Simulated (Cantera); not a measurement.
## Low-pressure radical oxidation in H2/O2

An isothermal, constant-pressure homogeneous reactor starts with 0.990 % H2, 20.2 % O2, 78.8 % N2, at 925 K and 30.0 Torr.

Detailed kinetics in Cantera: GRI-Mech 3.0 (53 species, 325 reactions). Radical loss at walls, strong at low pressure, is not modelled. Below about 950 K walls govern HO2 and H2O2 in real vessels.

| t (s) | x H2 | x O2 | x HO2 | x NO2 | x O |
|---|---|---|---|---|---|
| 4.00e-5 | 0.00990 | 0.202 | <1e-12 | <1e-12 | <1e-12 |
| 0.000184 | 0.00990 | 0.202 | 1.19e-12 | <1e-12 | <1e-12 |
| 0.000846 | 0.00990 | 0.202 | 5.86e-12 | <1e-12 | 4.00e-12 |
| 0.00389 | 0.00990 | 0.202 | 6.55e-11 | <1e-12 | 2.45e-10 |
| 0.0179 | 0.00816 | 0.201 | 4.75e-6 | <1e-12 | 0.000551 |
| 0.0823 | 7.03e-5 | 0.198 | 1.35e-6 | 5.96e-11 | 8.19e-5 |
| 0.378 | 7.61e-6 | 0.198 | 2.38e-7 | 2.51e-10 | 6.01e-6 |
| 1.74 | 6.16e-7 | 0.198 | 3.13e-8 | 4.25e-10 | 4.98e-7 |
| 8.00 | 2.08e-8 | 0.198 | 3.20e-9 | 3.87e-10 | 4.61e-8 |
x: mole fraction; the columns are a selection and need not sum to one.

Equilibrium at this temperature and pressure: H2 <1e-12, O2 0.198, HO2 3.44e-11, NO2 2.30e-7, O 3.00e-11 (gas phase only).
